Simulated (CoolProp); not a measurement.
Toluene at several states: density (kg/m³) from the reference equation and from simpler models built on Tc = 591.7 K, pc = 4.126 MPa, ω = 0.266; each cubic takes its own stable root.

Computed with CoolProp (reference Helmholtz-energy equation of state, Lemmon 2006). It is a short technical equation, of lower accuracy than the large ones.

```
T (K)  p (MPa)   phase  reference
-----  -------  ------  ---------
282.4    0.142  liquid      876.9
421       4.74  liquid      747.6
492.5      1.9  liquid      653.0
596      0.118     gas      2.217
```

Q: How far does each simpler model (van der Waals, Redlich-Kwong, Soave-Redlich-Kwong, Peng-Robinson) lie from the reference over these 4 states: mean and median of the absolute difference, and the worst?

A: 
- van der Waals: mean 30.6 %, median 40.4 %, worst -41.5 % at 492.5 K and 1.9 MPa
- Redlich-Kwong: mean 11.0 %, median 13.2 %, worst -17.5 % at 492.5 K and 1.9 MPa
- Soave-Redlich-Kwong: mean 8.6 %, median 10.7 %, worst -13.0 % at 492.5 K and 1.9 MPa
- Peng-Robinson: mean 0.8 %, median 0.8 %, worst +1.5 % at 421 K and 4.74 MPa
